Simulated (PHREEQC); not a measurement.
Dissolve 0.026 mol/kgw Pb(NO3)2, 0.0034 mol/kgw NaCl and 0.034 mol/kgw Na2SO4 at 25 °C. Closed to the air; pH follows from the charge balance.

Model: ion-association model, phreeqc.dat, run in PHREEQC.

This is a speciation only: nothing precipitates in the calculation.

Question: What pH does the model give?

Answer: pH 5.07.

Question: In which forms is Pb present?

Answer: PbSO4 46 %, Pb+2 39 %, PbNO3+ 9.5 %, Pb(SO4)2-2 4.3 %, PbCl+ 1.6 % of the Pb.

Examples of supersaturated solids here: Anglesite. Others may be too. Complexes and solids missing from the database can't appear.
